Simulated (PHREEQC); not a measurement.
**Acid rinse or clean: an equilibrium model**

Consider water at 25 °C with 0.017 mol H2SO4, 0.12 mol ZnSO4 and 0.0037 mol MnSO4 per kg of water. Closed to the air; pH follows from the charge balance.

All values are PHREEQC results (ion-association model, wateq4f.dat), not measurements.

The pH comes out as 1.92. The ionic strength is 0.257 mol/kgw and the total alkalinity comes out as -34.0 meq/kg.

```tsv
species	molality	activity	log γ
Zn+2	0.0587	0.0178	-0.518
ZnSO4	0.0458	0.0486	0.026
SO4-2	0.0437	0.0116	-0.575
HSO4-	0.0189	0.0134	-0.148
Zn(SO4)2-2	0.0155	0.00459	-0.529
H+	0.0151	0.0119	-0.104
Mn+2	0.00232	0.000706	-0.518
MnSO4	0.00137	0.00146	0.026
ZnOH+	2.22e-9	1.64e-9	-0.132
```

Precipitation was switched off in this run.
